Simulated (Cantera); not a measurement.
A closed system holds: 1 mol Si, 0.76 mol H2, 4 mol HCl, at 200000 Pa.

These are equilibrium values from Cantera (NASA tables, ideal gas, pure condensed phases), not measurements of a reactor. Candidate condensed phases: Si; 19 gas species. The tables' values for SiCl3 are old estimates; treat these amounts as uncertain. Kinetics and transport are ignored. All values below are at 1023 K.

Base state: H2 0.696, SiCl4 0.229, HCl 0.0378, SiHCl3 0.0357, SiCl3 0.000703, SiH2Cl2 0.000617, SiCl2 4.56e-5 (mole fractions); condensed: gas only.

Question: What changes in the equilibrium state with this change: Si replaced by SiCl4?

Answer: 
```csv
species,before,after
HCl,0.0378,0.695
SiCl4,0.229,0.173
H2,0.696,0.132
SiHCl3,0.0357,0.000278
SiH2Cl2,0.000617,4.94e-8
SiCl2,4.56e-5,1.93e-8
SiCl3,0.000703,1.26e-5
```
